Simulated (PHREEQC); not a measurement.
**Spent oxide etchant: speciation**

A solution holds 41 mmol/kgw HF, 0.89 mmol/kgw H2SiF6 and 2.8 mmol/kgw H3AsO4, at 54 °C. Closed to the air; pH follows from the charge balance.

Model: ion-association model, wateq4f.dat, run in PHREEQC.

Precipitation was switched off in this run.

Q: What pH, ionic strength does the model give?

A: pH 2.25; ionic strength 0.00697 mol/kgw.

Q: In which forms is F present?

A: HF 76 %, SiF6-2 12 %, F- 5.8 %, H2F2 4.7 %, HF2- 1.8 % of the F.

Species that the database lacks are ignored. At this temperature some constants are extrapolated from 25 °C, and those without enthalpy data are left unchanged. SiF6-2 is the database's only silicon fluoride.
